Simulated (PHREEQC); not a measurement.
Solution (20 °C): 74 mmol/kgw K2SO4. It is in equilibrium with CO2 at log p = -3.4 (atm). Otherwise closed; pH follows from the charge balance.

The numbers come from PHREEQC with the Pitzer model, pitzer.dat.

| quantity | before | after |
|---|---|---|
| pH | 5.80 | 5.75 |
| HCO3- (mol/kgw) | 5.93e-6 | 4.92e-6 |
| HSO4- (mol/kgw) | 3.43e-6 | 2.41e-6 |
| CO3-2 (mol/kgw) | 3.83e-10 | 2.39e-10 |
| SI of Arcanite (K2SO4) | -1.81 | -2.50 |
| SI of Kalicinite (KHCO3) | -6.83 | -7.14 |

**Question.** What was changed between the two runs?
A. K2SO4 from 0.074 to 0.0074 mol/kgw
B. 0.0042 mol/kgw CaCl2 added
C. K2SO4 from 0.074 to 0.037 mol/kgw
D. diluted 100-fold with water
E. K2SO4 from 0.074 to 0.37 mol/kgw

**Answer.** C, K2SO4 from 0.074 to 0.037 mol/kgw

This is a speciation only: nothing precipitates in the calculation.
